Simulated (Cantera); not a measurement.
A Cantera script and what it prints.

```python
import numpy as np
import cantera as ct

gas_names = """
    C CO CO2 C2 C2O C3 C3O2 C4 C5 Cu CuO Cu2 O O2 O3
""".split()
cond_names = """
    C(gr) Cu(cr) Cu(L) CuO(s) Cu2O(s) Cu2O(L)
""".split()


# ... load() reads the species with a 1 bar reference pressure and builds the phases ...
atoms = {
    'Cu': {'Cu': 1},
    'O2': {'O': 2},
    'CO': {'C': 1, 'O': 1},
}
top_T = {'C(gr)': 4500, 'CuO(s)': 1390}  # K; cautious upper limits of use, not melting points


# ... equilibrate(T, P, feed) seeds the gas with the atoms and calls Mixture.equilibrate('TP', solver="vcs", rtol=1e-11, max_steps=5000) ...
results = []
T = 1123.15  # K
P = 23000  # Pa
for m in [3.1, 4.4, 6.4, 9.2, 13, 19, 27, 39, 56]:
    feed = {'Cu': 1, 'O2': 0.12, 'CO': m}  # mol
    mix = equilibrate(T, P, feed)
    results.append((T, P, feed, dict(zip(mix.species_names, mix.species_moles))))

top = {s: max(r[3][s] / sum(r[3][g] for g in gas_names) for r in results) for s in gas_names}
cols = sorted((s for s in top if top[s] > 0.0001), key=lambda s: -top[s])[:5]
seen = [c for c in cond_names if any(r[3].get(c, 0) > 1e-12 for r in results)]
print("log10 of partial pressures in bar; condensed amounts in mol")
print(f"{'n(CO)':>10s}" + "".join(f"{s[:9]:>10s}" for s in cols + seen))
for T, P, feed, n in results:
    ng = sum(n[g] for g in gas_names)
    print(f"{feed['CO']:10.4g}" + "".join(f"{np.log10(max(n[s] / ng * P / 1e5, 1e-99)):10.3f}" for s in cols)
          + "".join(f"{n.get(c, 0):10.4g}" for c in seen))
```

Output:

```
log10 of partial pressures in bar; condensed amounts in mol
     n(CO)        CO       CO2     C(gr)    Cu(cr)
       3.1    -0.673    -1.749         0         1
       4.4    -0.663    -1.902         0         1
       6.4    -0.655    -2.064         0         1
       9.2    -0.650    -2.222         0         1
        13    -0.646    -2.372         0         1
        19    -0.644    -2.508   0.01596         1
        27    -0.644    -2.508    0.1224         1
        39    -0.644    -2.508     0.282         1
        56    -0.644    -2.508    0.5082         1
```

Equilibrium computed with Cantera from the NASA thermochemical tables; the gas is ideal and each condensed phase is pure.
